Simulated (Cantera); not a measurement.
Cantera run:

```python
import numpy as np
import cantera as ct

gas_names = [...]  # 95 gases of nasa_gas.yaml made of C, F, H
cond_names = """
    C(gr) C6H6(L) C7H8(L) C8H18(L),n-octa
""".split()


# ... load() reads the species with a 1 bar reference pressure and builds the phases ...
atoms = {
    'c-C4F8': {'C': 4, 'F': 8},
    'H2': {'H': 2},
    'CH4': {'C': 1, 'H': 4},
}
top_T = {'C(gr)': 4500}  # K; cautious upper limits of use, not melting points


# ... equilibrate(T, P, feed) seeds the gas with the atoms and calls Mixture.equilibrate('TP', solver="vcs", rtol=1e-11, max_steps=5000) ...
results = []
T = 1675  # K
P = 230  # Pa
for m in [0.08, 0.12, 0.17, 0.24, 0.34, 0.49, 0.71, 1, 1.5, 2.1, 3, 4.3, 6.2]:
    feed = {'c-C4F8': 1, 'H2': m, 'CH4': 0.49}  # mol
    mix = equilibrate(T, P, feed)
    results.append((T, P, feed, dict(zip(mix.species_names, mix.species_moles))))

top = {s: max(r[3][s] / sum(r[3][g] for g in gas_names) for r in results) for s in gas_names}
cols = sorted((s for s in top if top[s] > 0.001), key=lambda s: -top[s])[:8]
seen = [c for c in cond_names if any(r[3].get(c, 0) > 1e-12 for r in results)]
print("log10 of partial pressures in bar; condensed amounts in mol")
print(f"{'n(H2)':>10s}" + "".join(f"{s[:9]:>10s}" for s in cols + seen))
for T, P, feed, n in results:
    ng = sum(n[g] for g in gas_names)
    print(f"{feed['H2']:10.4g}" + "".join(f"{np.log10(max(n[s] / ng * P / 1e5, 1e-99)):10.3f}" for s in cols)
          + "".join(f"{n.get(c, 0):10.4g}" for c in seen))
```

Output:

```
log10 of partial pressures in bar; condensed amounts in mol
     n(H2)        HF       CF4        H2       CF2         F         H     C(gr)
      0.08    -2.869    -3.032   -11.127    -4.871    -5.311    -9.499     3.011
      0.12    -2.860    -3.045   -11.103    -4.878    -5.314    -9.486     3.031
      0.17    -2.850    -3.062   -11.073    -4.886    -5.318    -9.472     3.056
      0.24    -2.836    -3.085   -11.035    -4.898    -5.324    -9.452     3.091
      0.34    -2.818    -3.117   -10.983    -4.914    -5.332    -9.427     3.141
      0.49    -2.795    -3.167   -10.913    -4.939    -5.345    -9.391     3.216
      0.71    -2.768    -3.239   -10.821    -4.975    -5.363    -9.345     3.326
         1    -2.738    -3.338   -10.713    -5.024    -5.387    -9.292     3.472
       1.5    -2.701    -3.523   -10.546    -5.117    -5.434    -9.208     3.722
       2.1    -2.671    -3.808   -10.342    -5.259    -5.505    -9.106     4.024
         3    -2.639    -5.644    -9.361    -6.177    -5.964    -8.616      4.48
       4.3    -2.703   -17.621    -3.500   -12.166    -8.958    -5.685      4.49
       6.2    -2.784   -18.574    -3.186   -12.642    -9.196    -5.528      4.49
```

Cantera equilibrium calculation (NASA polynomials, part measured and part estimated; ideal gas, pure solids and liquids). The feed counts by its element totals alone. Gases not in the tables: C2F6 and larger saturated fluorocarbons.
